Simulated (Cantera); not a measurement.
A closed system holds: 1 mol H2S, 0.043 mol H2O, 0.13 mol H2, 2 mol O2, equilibrated at 3125 °C and 1.00 bar.

Method: chemical equilibrium by Gibbs-energy minimisation in Cantera with the NASA 1993 tables (ideal gas, pure condensed phases). Candidate condensed phases: H2O, H2SO4, S; 19 gas species. The numbers say what is thermodynamically allowed, not how fast it happens.

Base state: SO2 0.154, H2O 0.147, O 0.143, O2 0.143, OH 0.125, H 0.111, SO 0.105, H2 0.0569 (mole fractions); condensed: gas only.

Task: What changes in the equilibrium state with this change: H2S replaced by SO2?

Result: 
| species | before | after |
|---|---|---|
| O2 | 0.143 | 0.418 |
| O | 0.143 | 0.245 |
| SO2 | 0.154 | 0.182 |
| H2O | 0.147 | 0.0101 |
| H2 | 0.0569 | 0.00228 |
| H | 0.111 | 0.0222 |
| OH | 0.125 | 0.0427 |
| S | 0.0134 | 0.00541 |
| SO | 0.105 | 0.0724 |
| H2S | 6.83e-5 | 1.10e-6 |
| SH | 0.00198 | 0.000159 |
| S2 | 0.000361 | 5.84e-5 |
| S2O | 4.09e-5 | 1.13e-5 |

Task: What changes in the equilibrium state with this change: 0.56 mol HF added?

Result: 
| species | before | after |
|---|---|---|
| O | 0.143 | 0.132 |
| HF | 0 | 0.128 |
| SO2 | 0.154 | 0.126 |
| H2O | 0.147 | 0.119 |
| O2 | 0.143 | 0.122 |
| OH | 0.125 | 0.108 |
| H2 | 0.0569 | 0.0501 |
| SO | 0.105 | 0.0930 |
| H | 0.111 | 0.104 |
| S | 0.0134 | 0.0129 |
| F | 0 | 0.00312 |
| SF | 0 | 1.10e-5 |
| SO3 | 3.41e-5 | 2.57e-5 |
| HO2 | 7.31e-5 | 5.84e-5 |

Task: What changes in the equilibrium state with this change: temperature from 3125 °C to 1950 °C?

Result: 
```json
[
 {"species": "H2O", "before": "0.147", "after": "0.441"},
 {"species": "SO2", "before": "0.154", "after": "0.380"},
 {"species": "O2", "before": "0.143", "after": "0.164"},
 {"species": "O", "before": "0.143", "after": "0.00127"},
 {"species": "S", "before": "0.0134", "after": "5.65e-7"},
 {"species": "H", "before": "0.111", "after": "0.000243"},
 {"species": "SO", "before": "0.105", "after": "0.000861"},
 {"species": "H2", "before": "0.0569", "after": "0.00143"},
 {"species": "OH", "before": "0.125", "after": "0.0108"},
 {"species": "S2", "before": "0.000361", "after": "2.27e-9"},
 {"species": "SH", "before": "0.00198", "after": "2.01e-7"},
 {"species": "S2O", "before": "4.09e-5", "after": "9.08e-9"},
 {"species": "H2S", "before": "6.83e-5", "after": "2.34e-8"}
]
```
